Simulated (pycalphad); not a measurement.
Source of the numbers: pycalphad with the COST 507 light-alloy database (1999); pressure 1 atm. The database dates from 1999; later assessments differ in places, in temperatures and in the compounds included. Diffusion is slow at the low end, where real alloys seldom reach equilibrium.

## Al-0.4215Si-3.092C (wt.%): equilibrium cooling sequence

```json
[
 {"T (°C)": "657.5", "phases above": "AL4C3 + liquid", "phases below": "AL4C3 + fcc + liquid"},
 {"T (°C)": "654.6", "phases above": "AL4C3 + fcc + liquid", "phases below": "AL4C3 + AL8SIC7 + fcc"}
]
```

Changes were sought between steps of 25 K, so a narrower field can be missed. At the top of the range, 1577 °C, the alloy is not yet fully liquid: it holds liquid + AL4C3.

Database names, with the compositions (at.%) that they take in these runs: AL4C3: Al 57 C 43; AL8SIC7: Al 50 C 44 Si 6.
